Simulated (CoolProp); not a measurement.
Vapour pressure (MPa) of nitrous oxide: the reference equation beside estimates from Tc = 36.4 °C, pc = 7.245 MPa, ω = 0.161.

Computed with CoolProp (reference Helmholtz-energy equation of state, Lemmon 2006). It is a short technical equation, of lower accuracy than the large ones.

```csv
T (°C),reference,van der Waals,Peng-Robinson
-52.75,0.5808,1.584,0.5799
-48.05,0.6981,1.760,0.6962
-43.35,0.8322,1.948,0.8293
-38.55,0.9879,2.153,0.9842
-33.85,1.160,2.367,1.156
-29.15,1.354,2.594,1.349
-24.45,1.570,2.834,1.565
-19.75,1.811,3.088,1.806
-15.05,2.077,3.355,2.073
-10.35,2.370,3.637,2.368
-5.65,2.693,3.933,2.693
-0.95,3.047,4.243,3.050
3.75,3.433,4.568,3.440
```

Absolute difference from the reference over all 13 rows, mean and median: van der Waals 89.0 and 80.5 %, Peng-Robinson 0.2 and 0.3 %.
